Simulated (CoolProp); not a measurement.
Values from CoolProp's reference Helmholtz-energy equation of state, Zhou 2012.

### Question
For ethylbenzene, give the phase and the cp (kJ/(kg K)), Joule-Thomson coefficient (K/MPa), conductivity (mW/(m K)) at 620 K and 0.39 MPa.

### Answer
- 620 K and 0.39 MPa: gas; cp 2.30, Joule-Thomson coefficient 7.25, conductivity 44.1

Thermal conductivity comes from a separate model (Mylona 2014).
